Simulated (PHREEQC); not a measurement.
1 kg of water holding 0.006 mol/kgw NaCl and 0.13 mol/kgw Na2SO4 is evaporated at 25 °C; the solids stay in contact with the brine. CO2 from the air is kept out. Solids allowed: Halite, Mirabilite, Thenardite. Others were left out.

Equilibrium calculation in PHREEQC: Pitzer model, pitzer.dat.

```tsv
water left (kg)	ionic strength	water activity	Mirabilite (mol)
1	0.396	0.994	0
0.8219	0.482	0.993	0
0.6755	0.586	0.992	0
0.5552	0.713	0.990	0
0.4563	0.868	0.988	0
0.375	1.06	0.986	0
0.3082	1.28	0.984	0
0.2533	1.56	0.980	0
0.2082	1.90	0.977	0
0.1711	2.31	0.972	0
0.1407	2.82	0.967	0
0.1156	3.43	0.960	0
0.09502	4.17	0.952	0
0.07809	5.07	0.942	0
0.06227	5.85	0.933	0.0106
0.04466	5.85	0.932	0.0449
0.03016	5.85	0.930	0.0732
0.01827	5.85	0.927	0.0964
0.008531	5.88	0.916	0.115
```

Mirabilite from water left = 0.06227 kg.
